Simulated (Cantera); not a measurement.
What does this Cantera script print?

```python
import numpy as np
import cantera as ct

gas_names = """
    C CO COS CO2 CS CS2 C2 C2O C3 C3O2 C4 C5 Fe FeC5O5 FeO O O2 O3 S SO SO2 SO3 S2 S2O S8
""".split()
cond_names = """
    C(gr) Fe(a) Fe(c) Fe(d) Fe(L) FeC5O5(L) FeO(s) FeO(L) FeS(a) FeS(b) FeS(c) FeS(L) FeSO4(s) FeS2(s)
    Fe2O3(s) Fe2S3O12(s) Fe3O4(s) S(cr1) S(cr2) S(L)
""".split()


# ... load() reads the species with a 1 bar reference pressure and builds the phases ...
atoms = {
    'FeS': {'Fe': 1, 'S': 1},
    'SO2': {'S': 1, 'O': 2},
    'CO2': {'C': 1, 'O': 2},
}
top_T = {'C(gr)': 4500, 'FeSO4(s)': 950, 'FeS2(s)': 1010, 'Fe2O3(s)': 1830, 'Fe2S3O12(s)': 1100, 'Fe3O4(s)': 1870}  # K; cautious upper limits of use, not melting points


# ... equilibrate(T, P, feed) seeds the gas with the atoms and calls Mixture.equilibrate('TP', solver="vcs", rtol=1e-11, max_steps=5000) ...
results = []
feed = {'FeS': 1, 'SO2': 1.5, 'CO2': 0.066}  # mol
T = 1448  # K
for P in [1000, 2300, 5400, 13000, 29000, 68000, 160000, 370000, 860000, 2000000]:
    mix = equilibrate(T, P, feed)
    results.append((T, P, feed, dict(zip(mix.species_names, mix.species_moles))))

top = {s: max(r[3][s] / sum(r[3][g] for g in gas_names) for r in results) for s in gas_names}
cols = sorted((s for s in top if top[s] > 1e-06), key=lambda s: -top[s])[:6]
seen = [c for c in cond_names if any(r[3].get(c, 0) > 1e-12 for r in results)]
print("log10 of partial pressures in bar; condensed amounts in mol")
print(f"{'P/Pa':>10s}" + "".join(f"{s[:9]:>10s}" for s in cols + seen))
for T, P, feed, n in results:
    ng = sum(n[g] for g in gas_names)
    print(f"{P:10.4g}" + "".join(f"{np.log10(max(n[s] / ng * P / 1e5, 1e-99)):10.3f}" for s in cols)
          + "".join(f"{n.get(c, 0):10.4g}" for c in seen))
```

It prints:

```
log10 of partial pressures in bar; condensed amounts in mol
      P/Pa       SO2        S2       CO2        SO       S2O        CO    FeO(s)    FeS(c)  Fe3O4(s)
      1000    -2.224    -2.457    -3.541    -3.944    -4.251    -4.090    0.8542    0.1458         0
      2300    -1.817    -2.185    -3.142    -3.672    -3.844    -3.826    0.6791    0.3209         0
      5400    -1.410    -1.913    -2.741    -3.401    -3.436    -3.561    0.5317    0.4683         0
   1.3e+04    -0.999    -1.640    -2.336    -3.127    -3.026    -3.293    0.4104    0.5896         0
   2.9e+04    -0.630    -1.394    -1.970    -2.881    -2.657    -3.050    0.3228    0.6772         0
   6.8e+04    -0.243    -1.136    -1.587    -2.623    -2.270    -2.796    0.2498    0.7502         0
   1.6e+05     0.139    -0.862    -1.200    -2.363    -1.873    -2.532         0    0.8214   0.05953
   3.7e+05     0.510    -0.566    -0.830    -2.104    -1.466    -2.273         0    0.8449   0.05171
   8.6e+05     0.881    -0.269    -0.459    -1.844    -1.058    -2.014         0    0.8649   0.04505
     2e+06     1.252     0.028    -0.089    -1.585    -0.650    -1.755         0    0.8817   0.03945
```

Equilibrium computed with Cantera from the NASA thermochemical tables; the gas is ideal and each condensed phase is pure. Metal and sulfide melt together well below either melting point, which pure phases cannot show. Mutual solubility and eutectic melting of coexisting phases are not modelled. The tables' stoichiometric FeO is somewhat more stable than real wüstite, so its field is too wide. FeO, FeS: taken at fixed stoichiometry.
